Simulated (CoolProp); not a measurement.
The fluid at 434.76 K and 0.123 MPa is throttled through a valve to 0.0527 MPa with no heat exchange. The same conditions are run with several fluids, on thermodynamics alone (safety and materials aside).

Model: reference Helmholtz-energy equation of state of each fluid (carbonyl sulfide: Lemmon 2006; carbon dioxide: Span 1996; dimethyl carbonate: Zhou 2011; R404A: Lemmon 2003; c-C4F8 (RC318): Platzer 1990), in CoolProp. The equations of Platzer and Polt are older, rougher fits. Blends and air are pseudo-pure fits.

```tsv
fluid	temperature change (K)	final density (kg/m³)
carbonyl sulfide	-0.6	[?]
carbon dioxide	[?]	[?]
dimethyl carbonate	[?]	[?]
R404A	-0.4	[?]
c-C4F8 (RC318)	-0.4	2.93
```

Some entries are withheld; supply them.


- carbonyl sulfide, final density (kg/m³): 0.879
- carbon dioxide, temperature change (K): -0.3
- carbon dioxide, final density (kg/m³): 0.643
- dimethyl carbonate, temperature change (K): -0.9
- dimethyl carbonate, final density (kg/m³): 1.33
- R404A, final density (kg/m³): 1.43
